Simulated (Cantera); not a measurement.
**Equilibrium for abatement and gas-phase synthesis: H2O + O2**

A closed system holds: 1 mol H2O, 4.3 mol O2, at 0.100 bar.

These are equilibrium values from Cantera (NASA tables, ideal gas, pure condensed phases), not measurements of a reactor. Candidate condensed phases: H2O; 9 gas species. Rates play no part.

| T (K) | x O2 | x O | x H2O | x H | x OH | x H2 | x HO2 | x H2O2 |
|---|---|---|---|---|---|---|---|---|
| 2625 | 0.718 | 0.0698 | 0.137 | 0.00989 | 0.0594 | 0.00542 | 3.24e-5 | 3.43e-7 |
| 2725 | 0.679 | 0.104 | 0.120 | 0.0171 | 0.0720 | 0.00747 | 3.65e-5 | 3.52e-7 |
| 2825 | 0.629 | 0.150 | 0.101 | 0.0277 | 0.0833 | 0.00962 | 3.89e-5 | 3.38e-7 |
| 2925 | 0.568 | 0.207 | 0.0794 | 0.0423 | 0.0913 | 0.0115 | 3.91e-5 | 2.99e-7 |
| 3025 | 0.499 | 0.275 | 0.0582 | 0.0607 | 0.0943 | 0.0127 | 3.65e-5 | 2.39e-7 |
| 3125 | 0.423 | 0.352 | 0.0392 | 0.0817 | 0.0912 | 0.0128 | 3.15e-5 | 1.71e-7 |
| 3225 | 0.347 | 0.432 | 0.0240 | 0.103 | 0.0824 | 0.0117 | 2.50e-5 | 1.09e-7 |
| 3325 | 0.273 | 0.512 | 0.0135 | 0.122 | 0.0696 | 0.00979 | 1.82e-5 | 6.12e-8 |
x: gas mole fraction; nothing condenses.

From 2625 K to 3325 K nothing is condensed.
